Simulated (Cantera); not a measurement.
An isothermal, constant-pressure homogeneous reactor starts with 50.0 % CH4, 50.0 % CO2, at 2175 K and 14.8 atm.

Detailed kinetics in Cantera: GRI-Mech 3.0 (53 species, 325 reactions). The pressure lies above the range GRI-Mech 3.0 was tuned for (to about 10 atm).

One state of this run: x CH4 = 0.000382; x CO2 = 0.000115; x HCO = 1.65e-6; x CH2 = 3.37e-8; x OH = 1.43e-7; x CH2O = 1.50e-6; x HO2 = <1e-12. x: mole fraction; the columns are a selection and need not sum to one.

Q: Which value of t (s) does it belong to?
(A) 0.285
(B) 5.79e-5
(C) 0.00406
(D) 0.825

A: D, 0.825
